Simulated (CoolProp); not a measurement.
Values from CoolProp's reference Helmholtz-energy equation of state, Thol 2018.

Task: For hydrogen chloride, give the phase and the cp (kJ/(kg K)), isothermal compressibility (1/MPa) at 71.75 °C and 8310 kPa; 71.75 °C and 58200 kPa; 71.75 °C and 66500 kPa.

Result: 
- 71.75 °C and 8310 kPa: gas; cp 2.40, isothermal compressibility 0.220
- 71.75 °C and 58200 kPa: supercritical; cp 1.57, isothermal compressibility 0.00313
- 71.75 °C and 66500 kPa: supercritical; cp 1.53, isothermal compressibility 0.00267
